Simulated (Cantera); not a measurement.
A Cantera script and what it prints.

```python
import numpy as np
import cantera as ct

gas_names = [...]  # 109 gases of nasa_gas.yaml made of C, Cl, H, Si
cond_names = """
    C(gr) C6H6(L) C7H8(L) C8H18(L),n-octa Si(cr) Si(L) SiC(b)
""".split()


# ... load() reads the species with a 1 bar reference pressure and builds the phases ...
atoms = {
    'CH3SiCl3': {'C': 1, 'H': 3, 'Si': 1, 'CL': 3},
    'C3H8': {'C': 3, 'H': 8},
    'H2': {'H': 2},
}
top_T = {'C(gr)': 4500, 'SiC(b)': 3050}  # K; cautious upper limits of use, not melting points


# ... equilibrate(T, P, feed) seeds the gas with the atoms and calls Mixture.equilibrate('TP', solver="vcs", rtol=1e-11, max_steps=5000) ...
results = []
feed = {'CH3SiCl3': 1, 'C3H8': 0.046, 'H2': 19}  # mol
P = 1000  # Pa
for T in [1248, 1323, 1398, 1473, 1548, 1623, 1698, 1773]:
    mix = equilibrate(T, P, feed)
    results.append((T, P, feed, dict(zip(mix.species_names, mix.species_moles))))

top = {s: max(r[3][s] / sum(r[3][g] for g in gas_names) for r in results) for s in gas_names}
cols = sorted((s for s in top if top[s] > 0.0001), key=lambda s: -top[s])[:8]
seen = [c for c in cond_names if any(r[3].get(c, 0) > 1e-12 for r in results)]
print("log10 of partial pressures in bar; condensed amounts in mol")
print(f"{'T/K':>10s}" + "".join(f"{s[:9]:>10s}" for s in cols + seen))
for T, P, feed, n in results:
    ng = sum(n[g] for g in gas_names)
    print(f"{T:10.4g}" + "".join(f"{np.log10(max(n[s] / ng * P / 1e5, 1e-99)):10.3f}" for s in cols)
          + "".join(f"{n.get(c, 0):10.4g}" for c in seen))
```

Result:

```
log10 of partial pressures in bar; condensed amounts in mol
       T/K        H2       HCL         H     SiCL2        CL C2H2,acet     C(gr)    SiC(b)
      1248    -2.063    -2.871    -7.362    -5.930    -8.238    -8.677    0.1409    0.9952
      1323    -2.063    -2.871    -6.831    -5.719    -7.715    -8.146    0.1422    0.9947
      1398    -2.063    -2.871    -6.356    -5.533    -7.249    -7.674    0.1444    0.9928
      1473    -2.063    -2.872    -5.929    -5.368    -6.830    -7.250    0.1473      0.99
      1548    -2.063    -2.873    -5.543    -5.220    -6.451    -6.867    0.1508    0.9862
      1623    -2.063    -2.875    -5.192    -5.087    -6.107    -6.521    0.1549    0.9815
      1698    -2.063    -2.877    -4.871    -4.968    -5.794    -6.206    0.1593    0.9757
      1773    -2.064    -2.880    -4.578    -4.861    -5.508    -5.918    0.1636    0.9689
```

These are equilibrium values from Cantera (NASA tables, ideal gas, pure condensed phases), not measurements of a reactor. The feed counts by its element totals alone. The tables' values for SiCl3 are old estimates; treat these amounts as uncertain.
